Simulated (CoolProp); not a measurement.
Model: reference Helmholtz-energy equation of state, de Reuck 1990, in CoolProp.

Problem. Give the vapour pressure (kPa), liquid density (kg/m³), liquid cp (kJ/(kg K)) of saturated fluorine at -205.05 °C.

Solution. 
| T (°C) | p (kPa) | liquid density (kg/m³) | liquid cp (kJ/(kg K)) |
|---|---|---|---|
| -205.05 | 8.49 | 1610 | 1.48 |
